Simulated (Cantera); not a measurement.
Feed: 1 mol Si, 1.8 mol N2O, 340 mol H2, held at 7.20e-6 bar.

Equilibrium computed with Cantera from the NASA thermochemical tables; the gas is ideal and each condensed phase is pure. Candidate condensed phases: H2O, Si, SiO2, Si2N2O, Si3N4; 35 gas species. Mutual solubility and eutectic melting of coexisting phases are not modelled. The tables hold silica as quartz up to 1696 K and as liquid above; real silica turns to tridymite and cristobalite and melts near 1996 K. Equilibrium is a limit: real reactors are often held back by kinetics, nucleation or transport.

Problem. Which condensed phases are stable at each of these points (T (K)): 975, 1075, 1175, 1275, 1375, 1475, 1575, 1675, 1775, 1875?

Solution. 
| T (K) | condensed phases | Si condensed (%) |
|---|---|---|
| 975 | SiO2(β-quartz) + Si2N2O(s) | 100.0 |
| 1075 | SiO2(β-quartz) + Si2N2O(s) | 99.7 |
| 1175 | SiO2(β-quartz) | 79.9 |
| 1275 | SiO2(β-quartz) | 75.0 |
| 1375 | SiO2(β-quartz) | 16.5 |
| 1475 | gas only | 0.0 |
| 1575 | gas only | 0.0 |
| 1675 | gas only | 0.0 |
| 1775 | gas only | 0.0 |
| 1875 | gas only | 0.0 |

From 975 K to 1075 K the condensed part is SiO2(β-quartz) + Si2N2O(s). From 1175 K to 1375 K the condensed part is SiO2(β-quartz). From 1475 K to 1875 K nothing is condensed.
